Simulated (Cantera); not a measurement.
An isothermal, constant-pressure homogeneous reactor starts with CH4 : H2 = 1 : 2.6 (molar parts), at 1800 K and 20.0 Torr.

Cantera simulation using GRI-Mech 3.0 (53 species, 325 reactions); the numbers are that mechanism's predictions, not measurements. GRI-Mech 3.0 stops at C3 and has no aromatics, soot or wall deposition, so with more carbon than oxygen in the feed, carbon stays in small species such as C2H2 where larger ones or solid carbon would form. Radical loss at walls, strong at low pressure, is not modelled.

One state of this run: x CH4 = 0.000597; x H2 = 0.889; x CH2 = 7.39e-8; x C2H4 = 5.96e-5; x H = 0.00208; x CH3 = 2.82e-5. x: mole fraction; the columns are a selection and need not sum to one.

Q: Which value of t (s) does it belong to?
A. 0.000218
B. 36.7
C. 8.00e-5
D. 4.94

A: D, 4.94
